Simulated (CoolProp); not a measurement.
A closed Brayton cycle with nitrogen: compressor inlet 331.15 K and 0.68 MPa, high pressure 1.39 MPa, turbine inlet 800 K, compressor efficiency 0.85, turbine efficiency 0.85, recuperator effectiveness 0.9 (on enthalpy, no pinch check). Each further row changes one setting.

The numbers come from the reference Helmholtz-energy equation of state, Span 2000 in CoolProp.

```
case                           thermal efficiency (%)  net work (kJ/kg)  compressor to turbine work  compressor exit (K)  turbine exit (K)
-----------------------------  ----------------------  ----------------  --------------------------  -------------------  ----------------
as stated                                        24.9              39.9                        0.70                419.4             681.4
turbine inlet 750 K                              21.4                 …                           …                419.4                 …
compressor inlet 341.15 K                        23.3                 …                           …                    …             681.4
high pressure 1.18 MPa                           25.2                 …                        0.67                    …             706.8
recuperator effectiveness 0.5                    14.7              39.9                        0.70                419.4             681.4
```

Question: Fill in the missing entries.

Answer: 
- turbine inlet 750 K, net work (kJ/kg): 31.6
- turbine inlet 750 K, compressor to turbine work: 0.74
- turbine inlet 750 K, turbine exit (K): 637.7
- compressor inlet 341.15 K, net work (kJ/kg): 37.2
- compressor inlet 341.15 K, compressor to turbine work: 0.72
- compressor inlet 341.15 K, compressor exit (K): 431.9
- high pressure 1.18 MPa, net work (kJ/kg): 34.7
- high pressure 1.18 MPa, compressor exit (K): 397.6
